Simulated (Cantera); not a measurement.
An adiabatic, constant-pressure homogeneous reactor starts with CO : H2 : O2 : N2 = 1 : 1.5 : 0.658 : 7.24 (molar parts), equivalence ratio 1.9, at 1100 K and 0.987 atm.

Computed with Cantera and GRI-Mech 3.0 (53 species, 325 reactions).

Question: Predict: time of steepest temperature rise; temperature at 0.200 s; equilibrium temperature; x(CO) at 0.200 s; x(H2) at 0.200 s; x(O2) at 0.200 s; x(NO) at 0.200 s; x(H2O) at 0.200 s; x(H) at 0.200 s.

Answer: 
```json
{
 "time_of_steepest_temperature_rise": "0.200 ms",
 "temperature at 0.200 s": "2035 K",
 "equilibrium_temperature": "2035 K",
 "x(CO) at 0.200 s": "0.0713 (gas-phase equilibrium 0.0713)",
 "x(H2) at 0.200 s": "0.0501 (gas-phase equilibrium 0.0501)",
 "x(O2) at 0.200 s": "6.10e-7 (gas-phase equilibrium 6.11e-7)",
 "x(NO) at 0.200 s": "2.59e-5 (gas-phase equilibrium 1.40e-5)",
 "x(H2O) at 0.200 s": "0.104 (gas-phase equilibrium 0.104)",
 "x(H) at 0.200 s": "0.000464 (gas-phase equilibrium 0.000465)"
}
```
